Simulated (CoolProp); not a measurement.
Aqueous calcium chloride as a coolant, 25 % by mass, freezing at -29.0 °C, 1 atm.

Values from CoolProp's Melinder's fits for secondary coolants.

```
T (°C)  viscosity (mPa s)  Prandtl number  conductivity (W/(m K))  density (kg/m³)
------  -----------------  --------------  ----------------------  ---------------
-27.6                10.8            59.7                   0.500             1247
-23                  8.88            49.0                   0.507             1245
-18.3                7.40            40.5                   0.513             1243
-13.7                6.27            34.0                   0.520             1241
-9                   5.35            28.9                   0.527             1240
-4.3                 4.62            24.7                   0.533             1238
0.3                  4.05            21.5                   0.540             1237
5                    3.56            18.8                   0.547             1235
9.6                  3.17            16.6                   0.553             1233
14.3                 2.84            14.8                   0.560             1232
19                   2.56            13.2                   0.566             1230
23.6                 2.32            11.9                   0.573             1227
28.3                 2.11            10.7                   0.579             1225
32.9                 1.93            9.75                   0.586             1222
```
